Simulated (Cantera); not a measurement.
Feed: 1 mol Si, 5.4 mol H2, held at 12000 Pa.

These are equilibrium values from Cantera (NASA tables, ideal gas, pure condensed phases), not measurements of a reactor. Candidate condensed phases: Si; 9 gas species. Rates play no part. All values below are at 1025 K.

Base state: H2 1.00 (mole fractions); condensed: Si(s).

Problem. What changes in the equilibrium state with this change: Si replaced by SiCl4?

Solution. 
| species | before | after |
|---|---|---|
| H2 | 1.00 | 0.812 |
| SiCl4 | 0 | 0.125 |
| HCl | 0 | 0.0321 |
| SiHCl3 | 0 | 0.0272 |
| SiCl3 | 0 | 0.00208 |
| SiCl2 | 0 | 0.000719 |
| SiH2Cl2 | 0 | 0.000657 |
| Si(s), mol | 1.00 | 0 |
The tables' values for SiCl3 are old estimates; treat these amounts as uncertain.
